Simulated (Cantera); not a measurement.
Cantera run:

```python
import numpy as np
import cantera as ct

gas_names = """
    Fe FeO Fe(OH)2 H HO2 H2 H2O H2O2 O OH O2 O3
""".split()
cond_names = """
    Fe(a) Fe(c) Fe(d) Fe(L) FeO(s) FeO(L) Fe(OH)2(s) Fe(OH)3(s) Fe2O3(s) Fe3O4(s) H2O(s) H2O(L)
""".split()


# ... load() reads the species with a 1 bar reference pressure and builds the phases ...
atoms = {
    'Fe2O3': {'Fe': 2, 'O': 3},
    'H2': {'H': 2},
}
top_T = {'Fe2O3(s)': 1830, 'Fe3O4(s)': 1870}  # K; cautious upper limits of use, not melting points


# ... equilibrate(T, P, feed) seeds the gas with the atoms and calls Mixture.equilibrate('TP', solver="vcs", rtol=1e-11, max_steps=5000) ...
results = []
feed = {'Fe2O3': 1, 'H2': 150}  # mol
for P in [10, 42, 180, 750, 3200, 13000, 56000, 240000, 1000000]:
    for T in [1048, 1123, 1198, 1273, 1348, 1423, 1498, 1573, 1648, 1723, 1798, 1873, 1948]:
        mix = equilibrate(T, P, feed)
        results.append((T, P, feed, dict(zip(mix.species_names, mix.species_moles))))

for T, P, feed, n in results:
    print(f"{T:7g} {P:10.4g}  " + (" + ".join(c for c in cond_names if n.get(c, 0) > 1e-12) or "gas only"))
```

It prints:

```
   1048         10  Fe(a)
   1123         10  Fe(a)
   1198         10  Fe(c)
   1273         10  Fe(c)
   1348         10  Fe(c)
   1423         10  Fe(c)
   1498         10  Fe(c)
   1573         10  Fe(c)
   1648         10  gas only
   1723         10  gas only
   1798         10  gas only
   1873         10  gas only
   1948         10  gas only
   1048         42  Fe(a)
   1123         42  Fe(a)
   1198         42  Fe(c)
   1273         42  Fe(c)
   1348         42  Fe(c)
   1423         42  Fe(c)
   1498         42  Fe(c)
   1573         42  Fe(c)
   1648         42  Fe(c)
   1723         42  gas only
   1798         42  gas only
   1873         42  gas only
   1948         42  gas only
   1048        180  Fe(a)
   1123        180  Fe(a)
   1198        180  Fe(c)
   1273        180  Fe(c)
   1348        180  Fe(c)
   1423        180  Fe(c)
   1498        180  Fe(c)
   1573        180  Fe(c)
   1648        180  Fe(c)
   1723        180  Fe(d)
   1798        180  gas only
   1873        180  gas only
   1948        180  gas only
   1048        750  Fe(a)
   1123        750  Fe(a)
   1198        750  Fe(c)
   1273        750  Fe(c)
   1348        750  Fe(c)
   1423        750  Fe(c)
   1498        750  Fe(c)
   1573        750  Fe(c)
   1648        750  Fe(c)
   1723        750  Fe(d)
   1798        750  Fe(d)
   1873        750  Fe(L)
   1948        750  gas only
   1048       3200  Fe(a)
   1123       3200  Fe(a)
   1198       3200  Fe(c)
   1273       3200  Fe(c)
   1348       3200  Fe(c)
   1423       3200  Fe(c)
   1498       3200  Fe(c)
   1573       3200  Fe(c)
   1648       3200  Fe(c)
   1723       3200  Fe(d)
   1798       3200  Fe(d)
   1873       3200  Fe(L)
   1948       3200  Fe(L)
   1048    1.3e+04  Fe(a)
   1123    1.3e+04  Fe(a)
   1198    1.3e+04  Fe(c)
   1273    1.3e+04  Fe(c)
   1348    1.3e+04  Fe(c)
   1423    1.3e+04  Fe(c)
   1498    1.3e+04  Fe(c)
   1573    1.3e+04  Fe(c)
   1648    1.3e+04  Fe(c)
   1723    1.3e+04  Fe(d)
   1798    1.3e+04  Fe(d)
   1873    1.3e+04  Fe(L)
   1948    1.3e+04  Fe(L)
   1048    5.6e+04  Fe(a)
   1123    5.6e+04  Fe(a)
   1198    5.6e+04  Fe(c)
   1273    5.6e+04  Fe(c)
   1348    5.6e+04  Fe(c)
   1423    5.6e+04  Fe(c)
   1498    5.6e+04  Fe(c)
   1573    5.6e+04  Fe(c)
   1648    5.6e+04  Fe(c)
   1723    5.6e+04  Fe(d)
   1798    5.6e+04  Fe(d)
   1873    5.6e+04  Fe(L)
   1948    5.6e+04  Fe(L)
   1048    2.4e+05  Fe(a)
   1123    2.4e+05  Fe(a)
   1198    2.4e+05  Fe(c)
   1273    2.4e+05  Fe(c)
   1348    2.4e+05  Fe(c)
   1423    2.4e+05  Fe(c)
   1498    2.4e+05  Fe(c)
   1573    2.4e+05  Fe(c)
   1648    2.4e+05  Fe(c)
   1723    2.4e+05  Fe(d)
   1798    2.4e+05  Fe(d)
   1873    2.4e+05  Fe(L)
   1948    2.4e+05  Fe(L)
   1048      1e+06  Fe(a)
   1123      1e+06  Fe(a)
   1198      1e+06  Fe(c)
   1273      1e+06  Fe(c)
   1348      1e+06  Fe(c)
   1423      1e+06  Fe(c)
   1498      1e+06  Fe(c)
   1573      1e+06  Fe(c)
   1648      1e+06  Fe(c)
   1723      1e+06  Fe(d)
   1798      1e+06  Fe(d)
   1873      1e+06  Fe(L)
   1948      1e+06  Fe(L)
```

Cantera equilibrium calculation (NASA polynomials, part measured and part estimated; ideal gas, pure solids and liquids).
